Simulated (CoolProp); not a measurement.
trans-2-butene along the isobar 27.8 bar: Z from the reference equation and from simpler models built on Tc = 428.6 K, pc = 40.19 bar, ω = 0.210; each cubic takes its own stable root.

Computed with CoolProp (reference Helmholtz-energy equation of state, Lemmon 2005). It is a short technical equation, of lower accuracy than the large ones.

| T (K) | phase | reference |
|---|---|---|
| 210.9 | liquid | 0.1279 |
| 220.8 | liquid | 0.1240 |
| 230.7 | liquid | 0.1204 |
| 240.6 | liquid | 0.1172 |
| 250.5 | liquid | 0.1143 |
| 260.4 | liquid | 0.1118 |
| 270.3 | liquid | 0.1095 |
| 280.2 | liquid | 0.1075 |
| 290.1 | liquid | 0.1057 |
| 300 | liquid | 0.1041 |
| 309.9 | liquid | 0.1028 |
| 319.8 | liquid | 0.1017 |
| 329.7 | liquid | 0.1009 |

How far does each simpler model (van der Waals, Redlich-Kwong, Soave-Redlich-Kwong, Peng-Robinson) lie from the reference over these 13 states: mean and median of the absolute difference, and the worst?


- van der Waals: mean 63.7 %, median 63.4 %, worst +65.4 % at 210.9 K and 27.8 bar
- Redlich-Kwong: mean 12.6 %, median 12.1 %, worst +14.8 % at 329.7 K and 27.8 bar
- Soave-Redlich-Kwong: mean 10.0 %, median 9.9 %, worst +10.9 % at 329.7 K and 27.8 bar
- Peng-Robinson: mean 2.5 %, median 2.6 %, worst -3.0 % at 280.2 K and 27.8 bar
